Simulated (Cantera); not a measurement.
# SiH4 + O3 + H2 (silicon oxide and oxynitride deposition)

A closed system holds: 1 mol SiH4, 0.77 mol O3, 9 mol H2, at 1.00 bar.

These are equilibrium values from Cantera (NASA tables, ideal gas, pure condensed phases), not measurements of a reactor. Candidate condensed phases: H2O, Si, SiO2; 18 gas species. The tables hold silica as quartz up to 1696 K and as liquid above; real silica turns to tridymite and cristobalite and melts near 1996 K. Gases not in the tables: Si(OH)4. The numbers say what is thermodynamically allowed, not how fast it happens.

| T (K) | log p H2 | log p H2O | log p H | log p OH | log p SiO | n SiO2(α-quartz) | n SiO2(β-quartz) |
|---|---|---|---|---|---|---|---|
| 723 | -0.01 | -1.55 | <-12 | <-12 | <-12 | 1.00 | 0 |
| 798 | -0.01 | -1.55 | -11.58 | <-12 | <-12 | 1.00 | 0 |
| 873 | -0.01 | -1.55 | -10.34 | <-12 | <-12 | 0 | 1.00 |
| 948 | -0.01 | -1.55 | -9.29 | <-12 | <-12 | 0 | 1.00 |
| 1023 | -0.01 | -1.55 | -8.39 | <-12 | <-12 | 0 | 1.00 |
| 1098 | -0.01 | -1.55 | -7.61 | -11.51 | <-12 | 0 | 1.00 |
| 1173 | -0.01 | -1.55 | -6.93 | -10.63 | <-12 | 0 | 1.00 |
| 1248 | -0.01 | -1.55 | -6.34 | -9.87 | -11.05 | 0 | 1.00 |
| 1323 | -0.01 | -1.55 | -5.81 | -9.18 | -9.76 | 0 | 1.00 |
| 1398 | -0.01 | -1.55 | -5.33 | -8.57 | -8.61 | 0 | 1.00 |
log p: log10 of the partial pressure in bar; n: condensed amount in mol.

From 723 K to 798 K the condensed part is SiO2(α-quartz). From 873 K to 1398 K the condensed part is SiO2(β-quartz).
